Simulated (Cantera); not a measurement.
# Adiabatic ignition

An adiabatic, constant-pressure homogeneous reactor starts with 38.8 % H2, 12.1 % O2, 45.4 % N2, 3.69 % H2O, at 1675 K and 2.37 atm.

Cantera simulation using GRI-Mech 3.0 (53 species, 325 reactions); the numbers are that mechanism's predictions, not measurements. The hydrogen kinetics of GRI-Mech 3.0 are dated; newer H2 mechanisms differ, most at raised pressure.

```tsv
t (s)	T (K)	x H2	x O2	x H2O	x OH	x N2O	x O	x H
2.00e-6	1676	0.386	0.120	0.0381	0.000112	2.95e-10	9.97e-5	0.00103
7.29e-6	2328	0.146	0.00800	0.238	0.0260	4.70e-8	0.0116	0.0952
2.65e-5	2815	0.157	0.00296	0.271	0.0228	1.09e-7	0.00423	0.0466
9.67e-5	2942	0.160	0.00178	0.281	0.0192	1.73e-7	0.00254	0.0344
0.000352	2938	0.161	0.00168	0.281	0.0187	1.94e-7	0.00243	0.0339
0.00128	2936	0.162	0.00163	0.280	0.0184	2.15e-7	0.00237	0.0337
0.00468	2936	0.162	0.00163	0.280	0.0184	2.15e-7	0.00237	0.0337
0.0170	2936	0.162	0.00163	0.280	0.0184	2.15e-7	0.00237	0.0337
0.0620	2936	0.162	0.00163	0.280	0.0184	2.15e-7	0.00237	0.0337
0.226	2936	0.162	0.00163	0.280	0.0184	2.15e-7	0.00237	0.0337
0.823	2936	0.162	0.00163	0.280	0.0184	2.15e-7	0.00237	0.0337
3.00	2936	0.162	0.00163	0.280	0.0184	2.15e-7	0.00237	0.0337
```
x: mole fraction; the columns are a selection and need not sum to one.

- time of steepest temperature rise: 3.58 µs
- temperature at 3.00 s: 2936 K
- equilibrium temperature: 2936 K
- x(H2) at 3.00 s: 0.162 (gas-phase equilibrium 0.162)
- x(O2) at 3.00 s: 0.00163 (gas-phase equilibrium 0.00163)
- x(H2O) at 3.00 s: 0.280 (gas-phase equilibrium 0.280)
